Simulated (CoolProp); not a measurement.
A simple Rankine cycle with dimethyl carbonate: condensing at 330.15 K, boiler at 0.418 MPa, turbine inlet 565.2 K, turbine efficiency 0.85, pump efficiency 0.6, no recuperator. Each further row changes one setting.

Computed with CoolProp (reference Helmholtz-energy equation of state, Zhou 2011).

```
case                             thermal efficiency (%)  net work (kJ/kg)  heat in (kJ/kg)  turbine exit temperature (K)  volume ratio over the turbine
-------------------------------  ----------------------  ----------------  ---------------  ----------------------------  -----------------------------
as stated                                           ___               106              757                         501.6                           12.3
turbine inlet 585.2 K                               ___               110              794                         520.8                           12.3
condensing temperature 322.15 K                    15.3               ___              773                         494.0                            ___
boiler pressure 0.293 MPa                           ___              92.5              ___                           ___                           8.67
turbine efficiency 0.75                            12.3              93.1              757                           ___                           12.5
```

Task: What belongs in the gaps?

Result: 
- as stated, thermal efficiency (%): 13.9
- turbine inlet 585.2 K, thermal efficiency (%): 13.8
- condensing temperature 322.15 K, net work (kJ/kg): 118
- condensing temperature 322.15 K, volume ratio over the turbine: 16.8
- boiler pressure 0.293 MPa, thermal efficiency (%): 12.2
- boiler pressure 0.293 MPa, heat in (kJ/kg): 759
- boiler pressure 0.293 MPa, turbine exit temperature (K): 510.4
- turbine efficiency 0.75, turbine exit temperature (K): 509.0
